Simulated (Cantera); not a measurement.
Input: 1 mol BN, 0.12 mol H₂, at 12.0 mbar.

Cantera equilibrium calculation (NASA polynomials, part measured and part estimated; ideal gas, pure solids and liquids). Candidate condensed phases: B, BN; 15 gas species. Mutual solubility and eutectic melting of coexisting phases are not modelled. The tables' values for BH₂ are old estimates; treat these amounts as uncertain. The numbers say what is thermodynamically allowed, not how fast it happens.

x: gas mole fraction; n: condensed amount in mol.

```
T (K)    x H₂      x N₂       x H       x B  n BN(s)    n B(s)  n B(l)
-----  ------  --------  --------  --------  -------  --------  ------
1623    0.999   1.37e-5  0.000631   3.94e-9    1.000         0       0
1723    0.998   8.02e-5   0.00166   5.20e-8    1.000         0       0
1823    0.995  0.000539   0.00395   4.37e-7    1.000  0.000111       0
1923    0.988   0.00297   0.00855   2.93e-6    0.999  0.000681       0
2023    0.969    0.0138    0.0171   1.62e-5    0.997   0.00331       0
2123    0.913    0.0553    0.0313   7.63e-5    0.986    0.0142       0
2223    0.752     0.195    0.0507  0.000311    0.940    0.0600       0
2323      [?]       [?]       [?]       [?]      [?]       [?]       0
2423      [?]     0.778       [?]       [?]        0         0   0.997
2523    0.135     0.761    0.0934   0.00899        0         0   0.993
2623    0.112     0.736     0.129    0.0222        0         0   0.984
2723   0.0845     0.697     0.164    0.0512        0         0   0.962
2823   0.0563     0.637     0.192     0.111        0         0   0.910
```

**Question.** What belongs in the gaps?

**Answer.** 
- 2423, x H₂: 0.154
- 2423, x H: 0.0636
- 2423, x B: 0.00337
- 2323, x H₂: 0.322
- 2323, x N₂: 0.620
- 2323, x H: 0.0564
- 2323, x B: 0.00112
- 2323, n BN(s): 0.576
- 2323, n B(s): 0.423
